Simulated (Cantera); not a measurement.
Feed: 1 mol SiH₄, 2.6 mol N₂, at 2050 K and 13.3 mbar.

Cantera equilibrium calculation (NASA polynomials, part measured and part estimated; ideal gas, pure solids and liquids). Candidate condensed phases: Si, Si₃N₄; 18 gas species. The tables' values for SiN are old estimates; treat these amounts as uncertain. Gases not in the tables: Si₂H₆ and higher silanes. Equilibrium is a limit: real reactors are often held back by kinetics, nucleation or transport.

Base state: N₂ 0.558, H₂ 0.423, H 0.0128, Si 0.00580, SiH 0.000263, Si₂N 0.000145, SiN 0.000116, Si₂ 6.76e-5 (mole fractions); condensed: Si(l).

### Question
What changes in the equilibrium state with this change: pressure from 13.3 mbar to 24.0 mbar?

### Answer
```json
[
 {"species": "N₂", "before": "0.558", "after": "0.560"},
 {"species": "H₂", "before": "0.423", "after": "0.426"},
 {"species": "H", "before": "0.0128", "after": "0.00956"},
 {"species": "Si", "before": "0.00580", "after": "0.00322"},
 {"species": "Si₃", "before": "1.41e-5", "after": "7.85e-6"},
 {"species": "Si₂", "before": "6.76e-5", "after": "3.75e-5"},
 {"species": "Si₂N", "before": "0.000145", "after": "0.000109"},
 {"species": "SiN", "before": "0.000116", "after": "8.65e-5"},
 {"species": "Si(l), mol", "before": "0.969", "after": "0.982"}
]
```

### Question
What changes in the equilibrium state with this change: SiH₄ replaced by SiHCl₃?

### Answer
```
species      before     after
----------  -------  --------
N₂            0.558     0.560
SiCl₂             0     0.207
HCl               0     0.186
H₂            0.423    0.0137
Cl                0    0.0231
H            0.0128   0.00230
SiCl₃             0   0.00733
SiCl              0  0.000905
SiCl₄             0  0.000278
Si₃         1.41e-5     <1e-9
SiH₂        5.92e-5   6.95e-8
Si(l), mol    0.969         0
```
The tables' values for SiCl₃, SiCl are old estimates; treat these amounts as uncertain. Further candidate phases: NH₄Cl.
